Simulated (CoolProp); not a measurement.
Vapour-liquid equilibrium of R22 (1) + acetone (2) at 319.4 K; x and y are mole fractions of (1).

The numbers come from the multi-fluid Helmholtz-energy mixture model, Kamei 1995 and Lemmon 2006; pair parameters Bell 2016 in CoolProp.

```json
[
 {"x": "0.05", "bubble pressure, mixture model (bar)": "1.408", "bubble pressure, Raoult's law (bar)": "1.570", "y, mixture model": "0.502", "y, Raoult's law": "0.567"},
 {"x": "0.125", "bubble pressure, mixture model (bar)": "2.195", "bubble pressure, Raoult's law (bar)": "2.852", "y, mixture model": "0.691", "y, Raoult's law": "0.781"},
 {"x": "0.2", "bubble pressure, mixture model (bar)": "2.855", "bubble pressure, Raoult's law (bar)": "4.134", "y, mixture model": "0.773", "y, Raoult's law": "0.862"},
 {"x": "0.275", "bubble pressure, mixture model (bar)": "3.511", "bubble pressure, Raoult's law (bar)": "5.416", "y, mixture model": "0.825", "y, Raoult's law": "0.904"},
 {"x": "0.35", "bubble pressure, mixture model (bar)": "4.241", "bubble pressure, Raoult's law (bar)": "6.698", "y, mixture model": "0.865", "y, Raoult's law": "0.931"},
 {"x": "0.425", "bubble pressure, mixture model (bar)": "5.102", "bubble pressure, Raoult's law (bar)": "7.980", "y, mixture model": "0.899", "y, Raoult's law": "0.948"},
 {"x": "0.5", "bubble pressure, mixture model (bar)": "6.143", "bubble pressure, Raoult's law (bar)": "9.262", "y, mixture model": "0.926", "y, Raoult's law": "0.961"},
 {"x": "0.575", "bubble pressure, mixture model (bar)": "7.403", "bubble pressure, Raoult's law (bar)": "10.54", "y, mixture model": "0.948", "y, Raoult's law": "0.971"},
 {"x": "0.65", "bubble pressure, mixture model (bar)": "8.904", "bubble pressure, Raoult's law (bar)": "11.83", "y, mixture model": "0.965", "y, Raoult's law": "0.979"},
 {"x": "0.725", "bubble pressure, mixture model (bar)": "10.64", "bubble pressure, Raoult's law (bar)": "13.11", "y, mixture model": "0.978", "y, Raoult's law": "0.985"},
 {"x": "0.8", "bubble pressure, mixture model (bar)": "12.56", "bubble pressure, Raoult's law (bar)": "14.39", "y, mixture model": "0.987", "y, Raoult's law": "0.990"},
 {"x": "0.875", "bubble pressure, mixture model (bar)": "14.58", "bubble pressure, Raoult's law (bar)": "15.67", "y, mixture model": "0.994", "y, Raoult's law": "0.994"},
 {"x": "0.95", "bubble pressure, mixture model (bar)": "16.55", "bubble pressure, Raoult's law (bar)": "16.95", "y, mixture model": "0.998", "y, Raoult's law": "0.998"}
]
```

The largest gap from Raoult's law is -36.7 % in bubble pressure, at x = 0.35. No azeotrope shows between x = 0.05 and 0.95.

Pair parameters are fitted to limited data, so mixtures are less certain than the pure fluids.
